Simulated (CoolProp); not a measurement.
Values from CoolProp's reference Helmholtz-energy equation of state, Lemmon 2003. It is a pseudo-pure fit of the blend.

For R407C, give the phase and the conductivity (mW/(m K)), Prandtl number at 133.55 °C and 0.391 MPa.


- 133.55 °C and 0.391 MPa: gas; conductivity 21.7, Prandtl number 0.785

Viscosity comes from a separate model (Geller 2000). Thermal conductivity comes from a separate model (Geller 2001).
